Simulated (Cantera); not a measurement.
Cantera with NASA thermochemical tables; ideal gases at 1 bar, condensed phases pure. Values are per mole of reaction as written; species without (g) are pure solids or liquids, kept so even where they would boil at 1 bar.

Between 375 and 975 K, where is each reaction favourable under standard conditions?
- 2 K2SO4 + S2(g) ⇌ 4 SO2(g) + 4 K(g)
- 2 K2SO4 ⇌ S2(g) + 8 O(g) + 4 K


- 2 K2SO4 + S2(g) ⇌ 4 SO2(g) + 4 K(g): ΔG° is 1521 kJ at 375 K and 930 kJ at 975 K; it stays positive (K < 1). ΔH° is 1828 kJ and ΔS° 922 J/K at 975 K.
- 2 K2SO4 ⇌ S2(g) + 8 O(g) + 4 K: ΔG° is 4462 kJ at 375 K and 3586 kJ at 975 K; it stays positive (K < 1). ΔH° is 4976 kJ and ΔS° 1426 J/K at 975 K.
